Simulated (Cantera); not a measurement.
A Cantera script and its output.

```python
import numpy as np
import cantera as ct

gas = ct.Solution("gri30.yaml")
gas.TPX = 450, 830000, {'C3H8': 1, 'O2': 6.85, 'N2': 25.8}
flame = ct.FreeFlame(gas, width=0.0091)
flame.set_refine_criteria(ratio=3, slope=0.08, curve=0.16)
flame.transport_model = "mixture-averaged"
flame.solve(loglevel=0, auto=True)
z, T = flame.grid, flame.T
thick = (T[-1] - T[0]) / np.gradient(T, z).max()
show = ['C3H8', 'O2', 'HCO', 'NO', 'CH3', 'C2H']
print(f"laminar burning velocity  {flame.velocity[0] * 100:.3f} cm/s")
print(f"burnt temperature         {T[-1]:.1f} K")
print(f"thermal thickness         {thick * 1e3:.4f} mm")
print(f"grid points               {len(z)}")
z0 = z[flame.heat_release_rate.argmax()]
print(f"{'z/mm':>9s}{'T/K':>9s}{'u/(m/s)':>9s}" + "".join(f"{s:>11s}" for s in show))
rows = []
for k in (-3, -2, -1.5, -1, -0.5, -0.25, 0, 0.25, 0.5, 1, 2, 4, 8):
    zz = z0 + k * thick
    rows.append([k * thick, np.interp(zz, z, T), np.interp(zz, z, flame.velocity),
                 *(np.interp(zz, z, flame.X[gas.species_index(s)]) for s in show)])
    print(f"{rows[-1][0] * 1e3:9.3f}{rows[-1][1]:9.1f}{rows[-1][2]:9.3f}" + "".join(f"{x:11.3e}" for x in rows[-1][3:]))
```

Result:

```
laminar burning velocity  30.206 cm/s
burnt temperature         2058.3 K
thermal thickness         0.0814 mm
grid points               141
     z/mm      T/K  u/(m/s)       C3H8         O2        HCO         NO        CH3        C2H
   -0.244    450.6    0.303  2.971e-02  2.034e-01  3.624e-19  8.530e-11  3.194e-12  9.611e-28
   -0.163    454.6    0.306  2.968e-02  2.030e-01  2.813e-16  7.537e-10  3.383e-11  9.960e-25
   -0.122    471.3    0.317  2.961e-02  2.013e-01  9.237e-14  4.095e-09  3.817e-10  6.656e-22
   -0.081    555.7    0.376  2.893e-02  1.933e-01  3.313e-11  3.360e-08  2.470e-08  3.048e-18
   -0.041    924.1    0.636  2.130e-02  1.573e-01  4.862e-08  5.555e-07  3.202e-05  1.475e-12
   -0.020   1278.9    0.894  9.097e-03  1.214e-01  2.246e-06  1.775e-06  3.318e-04  1.091e-09
    0.000   1647.7    1.163  3.229e-04  8.377e-02  1.496e-05  3.648e-06  3.424e-04  1.345e-07
    0.020   1827.5    1.284  1.518e-07  6.573e-02  1.752e-06  5.920e-06  2.105e-05  7.037e-08
    0.041   1908.8    1.334  2.656e-11  5.937e-02  7.540e-08  7.875e-06  8.320e-07  2.847e-09
    0.081   1986.5    1.381  7.926e-18  5.486e-02  3.683e-09  1.036e-05  2.294e-09  4.150e-12
    0.163   2035.0    1.410  2.913e-26  5.273e-02  2.999e-10  1.265e-05  1.005e-12  1.400e-15
    0.326   2053.9    1.422  6.179e-36  5.213e-02  2.180e-11  1.440e-05  1.344e-13  2.838e-18
    0.652   2058.0    1.424  3.869e-37  5.202e-02  6.248e-12  1.633e-05  5.082e-14  2.351e-20
```

Detailed kinetics in Cantera: GRI-Mech 3.0 (53 species, 325 reactions). GRI-Mech 3.0 was tuned for natural gas; its chemistry of propane as a main component is partial and can be far from experiment. Burning velocities carry a grid error of a few per cent, more on coarse grids.
